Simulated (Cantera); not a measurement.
## CS2 + SO2 + O2 (abatement and gas-phase synthesis)

Input: 1 mol CS2, 0.057 mol SO2, 0.042 mol O2, at 1700 K.

Method: chemical equilibrium by Gibbs-energy minimisation in Cantera with the NASA 1993 tables (ideal gas, pure condensed phases). Candidate condensed phases: C, S; 22 gas species. The ideal-gas law is rough above about 30 bar. Rates play no part.

```tsv
P (Pa)	x CS2	x S2	x CS	x CO	x COS	x S	x CO2
10	0.393	0.254	0.193	0.145	3.87e-5	0.0159	8.99e-10
84	0.526	0.220	0.0954	0.153	0.000111	0.00512	5.51e-9
710	0.601	0.200	0.0394	0.158	0.000316	0.00168	3.91e-8
6000	0.635	0.190	0.0147	0.159	0.000904	0.000562	3.04e-7
50000	0.648	0.186	0.00525	0.159	0.00257	0.000193	2.40e-6
420000	0.654	0.182	0.00185	0.155	0.00719	6.58e-5	1.87e-5
3600000	0.660	0.177	0.000645	0.143	0.0192	2.22e-5	0.000132
30000000	0.669	0.166	0.000234	0.119	0.0446	7.43e-6	0.000702
```
x: gas mole fraction; nothing condenses.

From 0.000100 bar to 300 bar nothing is condensed. The main C-bearing gas is CS2 throughout.
